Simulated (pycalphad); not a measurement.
Phase fractions of Sn-21.6Si (at.%)

CALPHAD calculation (pycalphad, COST 507 light-alloy database (1999)), 1 atm. The database dates from 1999; later assessments differ in places, in temperatures and in the compounds included. Phase fractions are per mole of atoms.

```
T (K)  liquid  diamond (Si)  bct (Sn)
-----  ------  ------------  --------
1550    1.000             -         -
1450    0.879         0.121         -
1350    0.827         0.173         -
1250    0.805         0.195         -
1150    0.794         0.206         -
1050    0.788         0.212         -
950     0.786         0.214         -
850     0.785         0.215         -
750     0.784         0.216         -
650     0.784         0.216         -
550     0.784         0.216         -
```
